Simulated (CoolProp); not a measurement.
Aqueous ammonia as a coolant, 19 % by mass, freezing at -33.5 °C, 1 atm.

The numbers come from the Melinder's fits for secondary coolants in CoolProp.

```tsv
T (°C)	Prandtl number	cp (kJ/(kg K))	density (kg/m³)	conductivity (W/(m K))
-2.3	22.9	?	935.3	?
2.1	19.6	4.227	933.7	0.452
6.5	?	4.222	932.0	0.460
10.8	14.7	4.217	930.2	0.467
15.2	?	4.213	928.3	0.475
19.6	11.2	4.209	?	?
23.9	9.77	4.206	924.2	0.490
28.3	8.53	4.202	922.0	0.498
```

What belongs in the gaps?


- -2.3, cp (kJ/(kg K)): 4.233
- -2.3, conductivity (W/(m K)): 0.445
- 6.5, Prandtl number: 16.9
- 15.2, Prandtl number: 12.8
- 19.6, density (kg/m³): 926.3
- 19.6, conductivity (W/(m K)): 0.482
